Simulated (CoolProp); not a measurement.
Values from CoolProp's reference Helmholtz-energy equation of state, Platzer 1990. This equation is an older, rougher fit.

### Question
For R21, give the phase and the cv (kJ/(kg K)), speed of sound (m/s) at 422.7 K and 0.00836 MPa; 422.7 K and 0.0316 MPa; 422.7 K and 0.186 MPa.

### Answer
- 422.7 K and 0.00836 MPa: gas; cv 0.619, speed of sound 196
- 422.7 K and 0.0316 MPa: gas; cv 0.620, speed of sound 196
- 422.7 K and 0.186 MPa: gas; cv 0.623, speed of sound 194
